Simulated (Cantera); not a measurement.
# Low-pressure radical oxidation in H2/O2

An isothermal, constant-pressure homogeneous reactor starts with 26.5 % H₂, 73.5 % O₂, equivalence ratio 0.18, at 925 K and 8.25 Torr.

Computed with Cantera and the H2/O2 subset of GRI-Mech 3.0, which has no nitrogen chemistry. Radical loss at walls, strong at low pressure, is not modelled. Below about 950 K walls govern HO2 and H2O2 in real vessels. The temperature is held fixed by assumption; the heat of reaction is taken as removed at once.

```tsv
t (s)	x H₂	x O₂	x OH	x H₂O₂	x O	x HO₂	x H
0.000500	0.265	0.735	1.32e-11	<1e-12	3.93e-11	8.67e-11	1.35e-10
0.00126	0.265	0.735	1.63e-10	<1e-12	5.16e-10	2.50e-10	1.54e-9
0.00315	0.265	0.735	4.70e-8	4.01e-12	1.50e-7	1.24e-8	4.42e-7
0.00792	0.115	0.674	0.00458	2.91e-7	0.0185	1.20e-5	0.0770
0.0199	0.00465	0.689	0.00186	6.27e-7	0.00504	1.95e-5	0.00638
0.0500	0.000545	0.695	0.000325	4.55e-7	0.000384	8.89e-6	8.63e-5
0.126	9.75e-5	0.695	0.000116	2.52e-7	5.45e-5	2.72e-6	4.49e-6
0.315	1.66e-5	0.695	5.16e-5	1.20e-7	1.01e-5	6.80e-7	3.66e-7
0.792	2.37e-6	0.695	2.44e-5	5.44e-8	2.14e-6	1.58e-7	3.54e-8
1.99	3.14e-7	0.695	1.24e-5	2.45e-8	5.40e-7	4.09e-8	4.33e-9
5.00	5.55e-8	0.695	6.74e-6	1.13e-8	1.62e-7	1.26e-8	6.95e-10
```
x: mole fraction; the columns are a selection and need not sum to one.

Equilibrium at this temperature and pressure: H₂ 2.74e-11, O₂ 0.695, OH 1.72e-7, H₂O₂ 2.66e-11, O 1.07e-10, HO₂ 3.53e-10, H <1e-12 (gas phase only).
